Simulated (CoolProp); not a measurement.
A closed Brayton cycle with carbon dioxide: compressor inlet 326.15 K and 8 MPa, high pressure 14.5 MPa, turbine inlet 655 K, compressor efficiency 0.89, turbine efficiency 0.9, recuperator effectiveness 0.8 (on enthalpy, no pinch check). Each further row changes one setting.

Model: reference Helmholtz-energy equation of state, Span 1996, in CoolProp.

| case | thermal efficiency (%) | net work (kJ/kg) | compressor to turbine work | compressor exit (K) | turbine exit (K) |
|---|---|---|---|---|---|
| as stated | 20.7 | 33.9 | 0.45 | 375.8 | 592.1 |
| turbine inlet 605 K | (withheld) | (withheld) | 0.50 | 375.8 | 544.6 |
| compressor inlet 336.15 K | 19.9 | 30.5 | 0.51 | 388.5 | 592.1 |
| high pressure 12.3 MPa | (withheld) | 25.9 | (withheld) | 361.8 | 609.4 |
| recuperator effectiveness 0.5 | (withheld) | 33.9 | 0.45 | 375.8 | 592.1 |

### Question
Fill in the missing entries.

### Answer

- turbine inlet 605 K, thermal efficiency (%): 19.1
- turbine inlet 605 K, net work (kJ/kg): 28.1
- high pressure 12.3 MPa, thermal efficiency (%): 17.9
- high pressure 12.3 MPa, compressor to turbine work: 0.43
- recuperator effectiveness 0.5, thermal efficiency (%): 14.2
